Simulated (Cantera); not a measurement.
Feed: 1 mol CH3SiH3, 0.043 mol C3H8, 53 mol H2, 0.072 mol C2H2, at 0.640 bar.

Method: chemical equilibrium by Gibbs-energy minimisation in Cantera with the NASA 1993 tables (ideal gas, pure condensed phases). Candidate condensed phases: C, C6H6, C7H8, C8H18, Si, SiC; 87 gas species. The feed counts by its element totals alone. Rates play no part.

Task: Which condensed phases are stable at each of these points (T (K)): 998, 1098, 1198, 1298, 1398, 1498, 1598, 1698, 1798, 1898, 1998?

Result: 
```
T (K)      condensed phases  Si condensed (%)
-----  --------------------  ----------------
998                  SiC(s)             100.0
1098                 SiC(s)             100.0
1198                 SiC(s)             100.0
1298                 SiC(s)             100.0
1398   C(graphite) + SiC(s)             100.0
1498   C(graphite) + SiC(s)             100.0
1598   C(graphite) + SiC(s)             100.0
1698   C(graphite) + SiC(s)             100.0
1798   C(graphite) + SiC(s)             100.0
1898   C(graphite) + SiC(s)             100.0
1998   C(graphite) + SiC(s)              99.9
```

From 998 K to 1298 K the condensed part is SiC(s). From 1398 K to 1998 K the condensed part is C(graphite) + SiC(s).
